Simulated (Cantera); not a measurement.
An isothermal plug-flow reactor at 1225 K and 750 Torr (inlet), inlet velocity 0.2 m/s, active area per volume 550 1/m; feed CH4 : O2 : N2 : H2O = 0.0044 : 0.078 : 0.79 : 0.016 (molar parts), equivalence ratio 0.11.

Detailed kinetics in Cantera: Deutschmann's 1995 Pt surface mechanism with GRI-Mech 3.0 gas chemistry. Catalytic surfaces can have several steady states; this one follows from the mechanism file's or the stated starting coverage. Mass transfer to the wall is taken as infinitely fast.

One state of this run: x CH4 = 0.00183; x O2 = 0.0819; x H2O = 0.0240; x CO2 = 0.00290; x CO = 3.34e-6; θ free Pt = 0.461; θ O* = 0.537; θ OH* = 0.00181. x: gas mole fraction; θ: surface coverage.

Q: Which value of z (m) does it belong to?
A) 0.00022
B) 0.00037
C) 0.00013
D) 0.00062

A: D, 0.00062
